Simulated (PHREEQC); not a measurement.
1 kg of water holding 0.038 mol Na2SO4 and 0.083 mol NaOH is evaporated at 25 °C; the solids stay in contact with the brine. The system is closed to CO2. Solids allowed: Mirabilite, Thenardite. Others were left out.

Computed with PHREEQC (Pitzer model, pitzer.dat).

| water left (kg) | ionic strength | water activity | Thenardite (mol) | S in solution (mol/kgw) | Na in solution (mol/kgw) |
|---|---|---|---|---|---|
| 1 | 0.197 | 0.996 | 0 | 0.0380 | 0.159 |
| 0.5552 | 0.355 | 0.992 | 0 | 0.0684 | ? |
| 0.3082 | 0.639 | 0.986 | 0 | 0.123 | 0.516 |
| 0.1711 | 1.15 | 0.976 | 0 | ? | 0.929 |
| 0.09502 | ? | 0.957 | 0 | 0.400 | ? |
| 0.05275 | 3.73 | 0.919 | 0 | ? | 3.01 |
| 0.0293 | 6.72 | 0.840 | 0 | 1.30 | 5.43 |
| 0.01627 | 7.93 | 0.735 | 0.0226 | 0.945 | 6.99 |
| 0.00903 | 9.66 | ? | 0.0366 | 0.155 | 9.50 |
| 0.005012 | 16.6 | 0.134 | 0.0380 | 0.00155 | 16.6 |

Task: Complete the blanks.

Result: 
- 0.5552, Na in solution (mol/kgw): 0.286
- 0.1711, S in solution (mol/kgw): 0.222
- 0.09502, ionic strength: 2.07
- 0.09502, Na in solution (mol/kgw): 1.67
- 0.05275, S in solution (mol/kgw): 0.720
- 0.00903, water activity: 0.521
